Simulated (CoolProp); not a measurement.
The fluid at 293.15 K and 0.22 MPa is throttled through a valve to 0.0446 MPa with no heat exchange. The same conditions are run with several fluids, on thermodynamics alone (safety and materials aside).

Values from CoolProp's reference Helmholtz-energy equation of state of each fluid (sulfur dioxide: Gao 2016; hydrogen sulfide: Lemmon 2006; R152A: Outcalt 1996; dry air: Lemmon 2000; CH2F2 (R32): Tillner-Roth 1997). Blends and air are pseudo-pure fits.

Question: Rank sulfur dioxide, hydrogen sulfide, R152A, dry air, CH2F2 (R32) by temperature change (K), highest first.

Answer: dry air (-0.4), hydrogen sulfide (-3.2), CH2F2 (R32) (-4.9), R152A (-5.4), sulfur dioxide (-7.4)

| fluid | final density (kg/m³) |
|---|---|
| sulfur dioxide | 1.21 |
| hydrogen sulfide | 0.633 |
| R152A | 1.24 |
| dry air | 0.531 |
| CH2F2 (R32) | 0.974 |
